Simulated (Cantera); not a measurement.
Feed: 1 mol Si₃N₄, 0.47 mol CO₂, 120 mol N₂, at 1477 °C and 560000 Pa.

Cantera equilibrium calculation (NASA polynomials, part measured and part estimated; ideal gas, pure solids and liquids). Candidate condensed phases: C, Si, SiC, SiO₂, Si₂N₂O, Si₃N₄; 34 gas species. Mutual solubility and eutectic melting of coexisting phases are not modelled. Kinetics and transport are ignored.

### Question
What is the equilibrium state?

### Answer
* **x(N₂)**: 0.999
* **x(CO)**: 0.00118
* **x(SiO)**: 2.29e-6
* **n(C(graphite))**: 0.328 mol
* **n(Si₂N₂O(s))**: 0.798 mol
* **n(Si₃N₄(s))**: 0.468 mol
* **gas amount**: 120.4 mol
* **log10 activity of Si(l) (absent)**: -2.11
